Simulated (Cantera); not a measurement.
# Thermodynamics of nitride etching, feed Si3N4 + HCl + H2

Charge: 1 mol Si3N4, 6.1 mol HCl, 6.9 mol H2, equilibrated at 100 Torr.

Equilibrium computed with Cantera from the NASA thermochemical tables; the gas is ideal and each condensed phase is pure. Candidate condensed phases: NH4Cl, Si, Si3N4; 28 gas species. The tables' values for SiCl3, SiCl are old estimates; treat these amounts as uncertain. Gases not in the tables: Si2H6 and higher silanes. The numbers say what is thermodynamically allowed, not how fast it happens.

| T (K) | log p H2 | log p HCl | log p N2 | log p SiCl2 | log p SiCl4 | log p SiCl3 | log p SiHCl3 | n Si3N4(s) | n Si(l) |
|---|---|---|---|---|---|---|---|---|---|
| 1323 | -1.10 | -1.34 | -2.50 | -3.51 | -2.44 | -3.34 | -3.49 | 0.847 | 0 |
| 1398 | -1.10 | -1.34 | -2.46 | -2.98 | -2.53 | -3.07 | -3.44 | 0.832 | 0 |
| 1473 | -1.10 | -1.36 | -2.38 | -2.57 | -2.70 | -2.90 | -3.47 | 0.794 | 0 |
| 1548 | -1.10 | -1.39 | -2.26 | -2.27 | -2.97 | -2.84 | -3.59 | 0.726 | 0 |
| 1623 | -1.10 | -1.45 | -2.14 | -2.06 | -3.32 | -2.87 | -3.78 | 0.634 | 0 |
| 1698 | -1.09 | -1.52 | -2.04 | -1.91 | -3.75 | -2.98 | -4.03 | 0.531 | 0 |
| 1773 | -1.09 | -1.61 | -1.97 | -1.82 | -4.21 | -3.13 | -4.32 | 0.431 | 0 |
| 1848 | -1.11 | -1.68 | -1.75 | -1.80 | -4.66 | -3.31 | -4.63 | 0 | 1.14 |
log p: log10 of the partial pressure in bar; n: condensed amount in mol.

From 1323 K to 1773 K the condensed part is Si3N4(s). At 1848 K the condensed part is Si(l). The main Si-bearing gas is SiCl4 at 1323 K and SiCl2 at 1848 K. The share of Si in condensed phases is highest at 1323 K (84.7 %) and lowest at 1848 K (38.1 %).
